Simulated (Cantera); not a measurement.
# Equilibrium for sublimation and decomposition of ceramics: SiO2 + Si + N2

Input: 1 mol SiO2, 0.005 mol Si, 0.016 mol N2, at 1598 K and 0.00133 bar.

Method: chemical equilibrium by Gibbs-energy minimisation in Cantera with the NASA 1993 tables (ideal gas, pure condensed phases). Candidate condensed phases: Si, SiO2, Si2N2O, Si3N4; 16 gas species. Mutual solubility and eutectic melting of coexisting phases are not modelled. The tables hold silica as quartz up to 1696 K and as liquid above; real silica turns to tridymite and cristobalite and melts near 1996 K. Kinetics and transport are ignored.

- x(N2) = 0.809
- x(SiO) = 0.191
- n(SiO2(β-quartz)) = 0.997 mol
- n(Si2N2O(s)) = 0.00225 mol
- gas amount = 0.01698 mol
- log10 activity of Si(s) (absent) = -2.07
